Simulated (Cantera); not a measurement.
A Cantera script and its output.

```python
import numpy as np
import cantera as ct

gas = ct.Solution("gri30.yaml")
gas.TPX = 2398, 2900, {'CH4': 0.012, 'H2': 1, 'N2': 0.00034}
inlet = ct.Reservoir(gas, clone=True)

reactor = ct.IdealGasConstPressureReactor(gas, energy="off", clone=False)
exhaust = ct.Reservoir(gas, clone=True)
tau = [0.51, 0.21, 0.09, 0.038, 0.016, 0.0067, 0.0028][0]
for a, b in ((inlet, reactor), (reactor, exhaust)):
    ct.MassFlowController(a, b, mdot=lambda t: reactor.mass / tau)
net = ct.ReactorNet([reactor])
show = ['CH4', 'H2', 'C2H', 'C2H6', 'CH2']

rows = []
print(f"{'tau/s':>10s}{'T/K':>9s}" + "".join(f"{s:>11s}" for s in show))
for tau in [0.51, 0.21, 0.09, 0.038, 0.016, 0.0067, 0.0028]:
    net.initial_time = 0.0
    net.advance(30 * tau)
    before = gas.X
    net.advance(40 * tau)
    drift = np.max(np.abs(gas.X - before) / (gas.X + 1e-9))
    rows.append([gas.T, *gas[show].X, drift])
    print(f"{tau:10.3e}{gas.T:9.1f}" + "".join(f"{x:11.3e}" for x in gas[show].X))
```

Output:

```
     tau/s      T/K        CH4         H2        C2H       C2H6        CH2
 5.100e-01   2398.0  5.532e-05  9.247e-01  2.377e-05  7.687e-11  8.758e-06
 2.100e-01   2398.0  1.346e-04  9.384e-01  1.864e-05  3.877e-10  1.316e-05
 9.000e-02   2398.0  3.256e-04  9.505e-01  1.402e-05  1.879e-09  1.863e-05
 3.800e-02   2398.0  7.450e-04  9.594e-01  1.035e-05  8.092e-09  2.546e-05
 1.600e-02   2398.0  1.572e-03  9.655e-01  7.341e-06  2.961e-08  3.318e-05
 6.700e-03   2398.0  3.073e-03  9.699e-01  4.620e-06  9.137e-08  3.988e-05
 2.800e-03   2398.0  5.441e-03  9.734e-01  2.183e-06  2.182e-07  4.072e-05
```

Computed with Cantera and GRI-Mech 3.0 (53 species, 325 reactions). GRI-Mech 3.0 stops at C3 and has no aromatics, soot or wall deposition, so with more carbon than oxygen in the feed, carbon stays in small species such as C2H2 where larger ones or solid carbon would form. Radical loss at walls, strong at low pressure, is not modelled.
